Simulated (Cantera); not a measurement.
**Ignition delay**

Mixture: 7.40 % CH4, 19.5 % O2, 73.2 % N2, at 1.00 bar, adiabatic and at constant volume. Ignition delay is the time to a rise of 400 K.

Cantera simulation using GRI-Mech 3.0 (53 species, 325 reactions); the numbers are that mechanism's predictions, not measurements.

| T0 (K) | delay (ms) |
|---|---|
| 1200 | 38.2 |
| 1300 | 9.75 |
| 1400 | 2.90 |
| 1500 | 1.01 |
| 1600 | 0.416 |
| 1700 | 0.197 |

```
Quantity                                                Result
--------------------------------------------------  ----------
apparent activation energy between 1500 and 1700 K  170 kJ/mol
```
